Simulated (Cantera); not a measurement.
What does this Cantera script print?

```python
import numpy as np
import cantera as ct

gas = ct.Solution("h2o2.yaml")
gas.TPX = 625, 98000, {'H2': 1, 'O2': 0.581, 'N2': 2.19, 'H2O': 1.1}
inlet = ct.Reservoir(gas, clone=True)
gas.equilibrate("HP")  # start burning
reactor = ct.IdealGasConstPressureReactor(gas, energy="on", clone=False)
exhaust = ct.Reservoir(gas, clone=True)
tau = [0.07, 0.031, 0.014, 0.0062, 0.0028, 0.0012, 0.00055, 0.00024, 0.00011, 4.9e-05, 2.2e-05][0]
for a, b in ((inlet, reactor), (reactor, exhaust)):
    ct.MassFlowController(a, b, mdot=lambda t: reactor.mass / tau)
net = ct.ReactorNet([reactor])
show = ['H2', 'O2', 'H2O', 'HO2', 'OH', 'H2O2']

rows = []
print(f"{'tau/s':>10s}{'T/K':>9s}" + "".join(f"{s:>11s}" for s in show))
for tau in [0.07, 0.031, 0.014, 0.0062, 0.0028, 0.0012, 0.00055, 0.00024, 0.00011, 4.9e-05, 2.2e-05]:
    net.initial_time = 0.0
    net.advance(30 * tau)
    before = gas.X
    net.advance(40 * tau)
    drift = np.max(np.abs(gas.X - before) / (gas.X + 1e-9))
    rows.append([gas.T, *gas[show].X, drift])
    print(f"{tau:10.3e}{gas.T:9.1f}" + "".join(f"{x:11.3e}" for x in gas[show].X))
```

Result:

```
     tau/s      T/K         H2         O2        H2O        HO2         OH       H2O2
 7.000e-02   2022.7  2.240e-03  1.865e-02  4.752e-01  1.594e-06  3.600e-03  1.725e-07
 3.100e-02   2014.0  3.126e-03  1.892e-02  4.737e-01  2.097e-06  4.191e-03  2.102e-07
 1.400e-02   2000.0  4.576e-03  1.941e-02  4.711e-01  3.007e-06  5.010e-03  2.697e-07
 6.200e-03   1977.7  6.878e-03  2.026e-02  4.672e-01  4.617e-06  6.077e-03  3.601e-07
 2.800e-03   1945.3  1.011e-02  2.155e-02  4.617e-01  7.159e-06  7.276e-03  4.864e-07
 1.200e-03   1896.0  1.473e-02  2.357e-02  4.536e-01  1.132e-05  8.585e-03  6.852e-07
 5.500e-04   1834.4  2.000e-02  2.610e-02  4.441e-01  1.683e-05  9.605e-03  9.790e-07
 2.400e-04   1749.9  2.647e-02  2.957e-02  4.319e-01  2.481e-05  1.018e-02  1.542e-06
 1.100e-04   1651.7  3.337e-02  3.376e-02  4.184e-01  3.496e-05  9.927e-03  2.580e-06
 4.900e-05   1528.9  4.288e-02  3.991e-02  4.015e-01  5.041e-05  8.559e-03  4.699e-06
 2.200e-05   1361.6  6.637e-02  5.318e-02  3.721e-01  8.383e-05  5.435e-03  8.022e-06
```

Cantera simulation using the H2/O2 subset of GRI-Mech 3.0, which has no nitrogen chemistry; the numbers are that mechanism's predictions, not measurements.
